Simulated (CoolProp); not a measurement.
A single-stage vapour-compression cycle with the fluid: evaporating at 227.15 K (dew point), condensing at 266.15 K (bubble point), superheat 5 K, subcooling 2 K, compressor efficiency 0.65, no pressure losses. The same conditions are run with several fluids, on thermodynamics alone (safety and materials aside).

Model: reference Helmholtz-energy equation of state of each fluid (trans-2-butene: Lemmon 2005; isobutene: Lemmon 2005; propylene: Lemmon 2013; hydrogen sulfide: Lemmon 2006; C2F6 (R116): Lemmon 2006; carbon dioxide: Span 1996), in CoolProp.

Question: Rank trans-2-butene, isobutene, propylene, hydrogen sulfide, C2F6 (R116), carbon dioxide by cooling COP, highest first.

Answer: trans-2-butene (3.38), isobutene (3.36), propylene (3.28), hydrogen sulfide (3.18), carbon dioxide (2.88), C2F6 (R116) (2.66)

```json
[
 {"fluid": "trans-2-butene", "pressure ratio": "6.76", "discharge temperature (K)": "309.2", "refrigerating effect (kJ/kg)": "374", "volumetric capacity (kJ/m³)": "120"},
 {"fluid": "isobutene", "pressure ratio": "6.26", "discharge temperature (K)": "305.6", "refrigerating effect (kJ/kg)": "354", "volumetric capacity (kJ/m³)": "168"},
 {"fluid": "propylene", "pressure ratio": "4.32", "discharge temperature (K)": "312.7", "refrigerating effect (kJ/kg)": "359", "volumetric capacity (kJ/m³)": "885"},
 {"fluid": "hydrogen sulfide", "pressure ratio": "4.21", "discharge temperature (K)": "378.4", "refrigerating effect (kJ/kg)": "459", "volumetric capacity (kJ/m³)": "1670"},
 {"fluid": "C2F6 (R116)", "pressure ratio": "3.53", "discharge temperature (K)": "278.8", "refrigerating effect (kJ/kg)": "62.9", "volumetric capacity (kJ/m³)": "2200"},
 {"fluid": "carbon dioxide", "pressure ratio": "3.60", "discharge temperature (K)": "347.3", "refrigerating effect (kJ/kg)": "260", "volumetric capacity (kJ/m³)": "5270"}
]
```
